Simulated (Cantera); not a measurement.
Charge: 1 mol C₂F₆, 0.44 mol H₂, equilibrated at 1902 °C and 18.0 mbar.

These are equilibrium values from Cantera (NASA tables, ideal gas, pure condensed phases), not measurements of a reactor. Candidate condensed phases: C, C₆H₆, C₇H₈, C₈H₁₈; 95 gas species. The feed counts by its element totals alone. Gases not in the tables: C₂F₆ and larger saturated fluorocarbons. The numbers say what is thermodynamically allowed, not how fast it happens.

Base state: CF₄ 0.372, HF 0.342, CF₂ 0.191, F 0.0833, CF₃ 0.0112, CF 0.000852 (mole fractions); condensed: C(graphite).

Q: What changes in the equilibrium state with this change: H₂ from 0.44 to 7 mol?

A: 
```json
[
 {"species": "HF", "before": "0.342", "after": "0.593"},
 {"species": "H₂", "before": "1.39e-8", "after": "0.383"},
 {"species": "H", "before": "4.29e-6", "after": "0.0225"},
 {"species": "CF₄", "before": "0.372", "after": "<1e-9"},
 {"species": "CF₃", "before": "0.0112", "after": "<1e-9"},
 {"species": "CF₂", "before": "0.191", "after": "2.10e-8"},
 {"species": "F", "before": "0.0833", "after": "2.76e-5"},
 {"species": "C₂H₂ (acetylene)", "before": "<1e-9", "after": "0.000856"},
 {"species": "CF", "before": "0.000852", "after": "2.82e-7"},
 {"species": "C(graphite), mol", "before": "0.518", "after": "1.98"}
]
```

Q: What changes in the equilibrium state with this change: H₂ from 0.44 to 3.4 mol?

A: 
| species | before | after |
|---|---|---|
| HF | 0.342 | 0.933 |
| H₂ | 1.39e-8 | 0.0578 |
| H | 4.29e-6 | 0.00875 |
| CF₄ | 0.372 | <1e-9 |
| CF₂ | 0.191 | 3.44e-7 |
| CF₃ | 0.0112 | <1e-9 |
| F | 0.0833 | 0.000112 |
| C₂H₂ (acetylene) | <1e-9 | 0.000129 |
| CF | 0.000852 | 1.14e-6 |
| C(graphite), mol | 0.518 | 2.00 |
